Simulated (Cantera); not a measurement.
Charge: 1 mol Al2O3, 25 mol HCl, 58 mol N2, equilibrated at 0.100 bar.

Cantera equilibrium calculation (NASA polynomials, part measured and part estimated; ideal gas, pure solids and liquids). Candidate condensed phases: Al, AlCl3, AlN, Al2O3, H2O, NH4Cl; 45 gas species. Kinetics and transport are ignored.

Q: At 1025 K, list the 4 most abundant gas species with their mole fractions, and the condensed phases.

A: N2 0.699, HCl 0.301, H2O 9.44e-5, AlCl3 6.29e-5. Condensed: Al2O3(s).
